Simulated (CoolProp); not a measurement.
Computed with CoolProp (reference Helmholtz-energy equation of state, de Vries 1995).

Q: For R124, give the phase and the density (kg/m³), cp (kJ/(kg K)), cv (kJ/(kg K)), speed of sound (m/s) at 5.85 °C and 3.62 MPa; 5.85 °C and 7.25 MPa.

A: 
- 5.85 °C and 3.62 MPa: liquid; density 1430, cp 1.08, cv 0.744, speed of sound 627
- 5.85 °C and 7.25 MPa: liquid; density 1440, cp 1.07, cv 0.744, speed of sound 653
